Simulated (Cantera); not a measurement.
Input: 1 mol Si2H6, 0.011 mol Cl2, 14 mol H2, at 898.15 K and 0.0100 bar.

Method: chemical equilibrium by Gibbs-energy minimisation in Cantera with the NASA 1993 tables (ideal gas, pure condensed phases). Candidate condensed phases: Si; 19 gas species. The feed counts by its element totals alone. The numbers say what is thermodynamically allowed, not how fast it happens.

Base state: H2 0.999, HCl 0.00123, SiHCl3 1.14e-5 (mole fractions); condensed: Si(s).

### Question
What changes in the equilibrium state with this change: Si2H6 replaced by Si2Cl6?

### Answer
| species | before | after |
|---|---|---|
| H2 | 0.999 | 0.889 |
| SiCl4 | 5.04e-6 | 0.0815 |
| SiHCl3 | 1.14e-5 | 0.0155 |
| HCl | 0.00123 | 0.0131 |
| SiCl3 | 4.62e-7 | 0.000662 |
| SiCl2 | 2.04e-6 | 0.000260 |
| SiH2Cl2 | 2.45e-6 | 0.000277 |
| Si(s), mol | 2.00 | 0.479 |
The tables' values for SiCl3 are old estimates; treat these amounts as uncertain.
